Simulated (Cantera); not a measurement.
**Thermodynamics of silicon epitaxy and polysilicon growth, feed SiH₄ + HCl + N₂**

Feed: 1 mol SiH₄, 0.11 mol HCl, 8.4 mol N₂, held at 1.40 mbar.

Method: chemical equilibrium by Gibbs-energy minimisation in Cantera with the NASA 1993 tables (ideal gas, pure condensed phases). Candidate condensed phases: NH₄Cl, Si, Si₃N₄; 28 gas species. N₂ is the only nitrogen source here; it is nearly inert below about 1500 K, so the nitride shown seldom forms there in practice. The tables' values for SiCl, SiN are old estimates; treat these amounts as uncertain. Kinetics and transport are ignored.

```csv
T (K),x N₂,x H₂,x HCl,x H,x SiCl₂,x Si,n Si₃N₄(s),n Si(l)
923,0.786,0.203,0.0112,2.95e-9,4.39e-10,<1e-12,0.333,0
998,0.786,0.203,0.0112,2.59e-8,5.92e-9,<1e-12,0.333,0
1073,0.786,0.203,0.0112,1.69e-7,5.52e-8,<1e-12,0.333,0
1148,0.786,0.203,0.0112,8.63e-7,3.83e-7,<1e-12,0.333,0
1223,0.786,0.203,0.0112,3.62e-6,2.09e-6,3.21e-12,0.333,0
1298,0.786,0.203,0.0112,1.29e-5,9.27e-6,1.65e-10,0.333,0
1373,0.786,0.203,0.0111,4.01e-5,3.46e-5,5.49e-9,0.333,0
1448,0.786,0.203,0.0109,0.000111,0.000110,1.27e-7,0.333,0
1523,0.786,0.203,0.0106,0.000278,0.000297,2.13e-6,0.332,0
1598,0.785,0.203,0.00980,0.000642,0.000667,2.74e-5,0.331,0
1673,0.785,0.203,0.00861,0.00137,0.00123,0.000279,0.328,0
1748,0.797,0.190,0.00801,0.00266,0.00113,0.00104,0,0.975
```
x: gas mole fraction; n: condensed amount in mol.

From 923 K to 1673 K the condensed part is Si₃N₄(s). At 1748 K the condensed part is Si(l). The main Si-bearing gas is SiCl₄ at 923 K and SiCl₂ at 1748 K.
